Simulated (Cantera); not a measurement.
Charge: 1 mol SiCl4, 2.9 mol N2O, 34 mol H2, at 1125 °C and 26.0 Pa.

Cantera equilibrium calculation (NASA polynomials, part measured and part estimated; ideal gas, pure solids and liquids). Candidate condensed phases: H2O, NH4Cl, Si, SiO2, Si2N2O, Si3N4; 47 gas species. The tables hold silica as quartz up to 1696 K and as liquid above; real silica turns to tridymite and cristobalite and melts near 1996 K. The numbers say what is thermodynamically allowed, not how fast it happens.

Base state: H2 0.799, HCl 0.103, N2 0.0745, H2O 0.0231, H 0.000262, Cl 2.78e-5 (mole fractions); condensed: SiO2(β-quartz).

**Question.** What changes in the equilibrium state with this change: SiCl4 replaced by TEOS?

**Answer.** 
| species | before | after |
|---|---|---|
| H2 | 0.799 | 0.818 |
| CO | 0 | 0.128 |
| N2 | 0.0745 | 0.0538 |
| HCl | 0.103 | 0 |
| H2O | 0.0231 | 1.03e-7 |
| SiO | 9.55e-6 | 0.000159 |
| HCN | 0 | 0.000102 |
| Cl | 2.78e-5 | 0 |
| H | 0.000262 | 0.000265 |
| SiO2(β-quartz), mol | 1.000 | 0 |
| C(graphite), mol | 0 | 0.111 |
| SiC(s), mol | 0 | 0.991 |
The feed counts by its element totals alone. Further candidate phases: C, C6H6, C7H8, C8H18, SiC.

**Question.** What changes in the equilibrium state with this change: N2O from 2.9 to 0.33 mol?

**Answer.** 
```json
[
 {"species": "H2", "before": "0.799", "after": "0.896"},
 {"species": "HCl", "before": "0.103", "after": "0.0854"},
 {"species": "SiCl2", "before": "<1e-9", "after": "0.0124"},
 {"species": "N2", "before": "0.0745", "after": "0.00308"},
 {"species": "H2O", "before": "0.0231", "after": "2.02e-8"},
 {"species": "SiCl3", "before": "<1e-9", "after": "9.08e-5"},
 {"species": "SiO", "before": "9.55e-6", "after": "0.00308"},
 {"species": "Cl", "before": "2.78e-5", "after": "2.18e-5"},
 {"species": "H", "before": "0.000262", "after": "0.000278"},
 {"species": "SiO2(β-quartz), mol", "before": "1.000", "after": "0"},
 {"species": "Si2N2O(s), mol", "before": "0", "after": "0.218"}
]
```
The tables' values for SiCl3 are old estimates; treat these amounts as uncertain.
